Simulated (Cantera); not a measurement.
An isothermal, constant-pressure homogeneous reactor starts with 43.2 % H2, 27.0 % O2, 29.7 % N2, at 950 K and 0.210 bar.

Model: the H2/O2 subset of GRI-Mech 3.0, which has no nitrogen chemistry, integrated in Cantera. The temperature is held fixed by assumption; the heat of reaction is taken as removed at once.

x: mole fraction; the columns are a selection and need not sum to one.

```
t (s)         x H2    x O2    x HO2    x H2O2       x H
--------  --------  ------  -------  --------  --------
0.000800     0.187   0.160      [?]   5.16e-6    0.0367
0.00185     0.0360  0.0856      [?]   5.59e-6  0.000284
0.00428     0.0294  0.0826      [?]   2.35e-5   1.19e-5
0.00989     0.0289  0.0824  3.82e-5   5.29e-5   7.22e-7
0.0229      0.0286  0.0822  4.00e-5   7.71e-5   1.02e-6
0.0529      0.0272  0.0815  4.58e-5  0.000120   1.57e-6
0.122       0.0232  0.0797  4.59e-5  0.000140   1.65e-6
0.283       0.0158  0.0763      [?]  0.000116   1.13e-6
0.654      0.00716  0.0722      [?]   6.64e-5   4.92e-7
1.51       0.00169  0.0697      [?]   1.61e-5   8.88e-8
3.50      0.000314  0.0691      [?]   1.40e-6   6.89e-9
8.09       7.85e-5  0.0690      [?]   1.29e-7  6.64e-10
18.7       2.13e-5  0.0690      [?]   1.48e-8  8.94e-11
43.2       4.49e-6  0.0690      [?]   1.52e-9  1.25e-11
100        3.53e-7  0.0690      [?]  8.42e-11    <1e-12
```

### Question
Fill in the missing entries.

### Answer

- 0.000800, x HO2: 9.88e-5
- 0.00185, x HO2: 7.46e-5
- 0.00428, x HO2: 6.56e-5
- 0.283, x HO2: 3.96e-5
- 0.654, x HO2: 2.82e-5
- 1.51, x HO2: 1.30e-5
- 3.50, x HO2: 3.70e-6
- 8.09, x HO2: 1.10e-6
- 18.7, x HO2: 3.51e-7
- 43.2, x HO2: 9.32e-8
- 100, x HO2: 1.04e-8
